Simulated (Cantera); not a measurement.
An isothermal, constant-pressure homogeneous reactor starts with CH4 : H2O = 0.43 : 3.8 (molar parts), at 1873 K and 33000 Pa.

Model: GRI-Mech 3.0 (53 species, 325 reactions), integrated in Cantera.

x: mole fraction; the columns are a selection and need not sum to one.

| t (s) | x CH4 | x H2O | x CO | x O | x CH2CO | x C2H4 |
|---|---|---|---|---|---|---|
| 0.000200 | 0.0895 | 0.891 | 0.000313 | 2.31e-7 | 1.61e-6 | 0.00240 |
| 0.000829 | 0.0502 | 0.850 | 0.00432 | 2.09e-7 | 9.49e-5 | 0.00244 |
| 0.00344 | [?] | 0.792 | [?] | 1.95e-7 | [?] | [?] |
| 0.0143 | 0.00767 | 0.710 | 0.0306 | 1.92e-7 | 5.95e-5 | 4.71e-5 |
| 0.0591 | 0.00231 | 0.643 | 0.0508 | 1.60e-7 | 4.73e-6 | 3.83e-6 |
| 0.245 | 2.13e-6 | 0.632 | 0.0547 | 1.66e-7 | 2.12e-10 | 5.93e-11 |
| 1.02 | 2.10e-11 | 0.632 | 0.0547 | 1.68e-7 | <1e-12 | <1e-12 |
| 4.21 | 2.10e-11 | 0.632 | 0.0547 | 1.68e-7 | <1e-12 | <1e-12 |
| 17.5 | 2.10e-11 | 0.632 | 0.0547 | 1.68e-7 | <1e-12 | <1e-12 |
| 72.4 | 2.10e-11 | 0.632 | 0.0547 | 1.68e-7 | <1e-12 | <1e-12 |
| 300 | 2.10e-11 | 0.632 | 0.0547 | 1.68e-7 | <1e-12 | <1e-12 |

**Question.** Fill in the missing entries.

**Answer.** 
- 0.00344, x CH4: 0.0172
- 0.00344, x CO: 0.0141
- 0.00344, x CH2CO: 0.000141
- 0.00344, x C2H4: 0.000248
